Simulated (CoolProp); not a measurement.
Vapour-liquid equilibrium of R13 (1) + isobutane (2) at 255.1 K; x and y are mole fractions of (1).

Computed with CoolProp (multi-fluid Helmholtz-energy mixture model, Platzer 1990 and Bücker 2006; pair parameters Bell 2016). This equation is an older, rougher fit; its heat capacities, sound speeds and derivatives of the liquid may be far off and weren't checked against measurements.

Q: Give the bubble pressure and the first vapour's composition at x = 0.35, 0.8, 0.95. Is there an azeotrope?

A: x = 0.35: 5.659 bar, y = 0.882; x = 0.8: 9.833 bar, y = 0.964; x = 0.95: 11.46 bar, y = 0.990. No azeotrope shows between x = 0.05 and 0.95.

Pair parameters are fitted to limited data, so mixtures are less certain than the pure fluids. The gap from Raoult's law changes sign with composition, which may be real or a fault of the pair parameters; it wasn't checked against measurements.
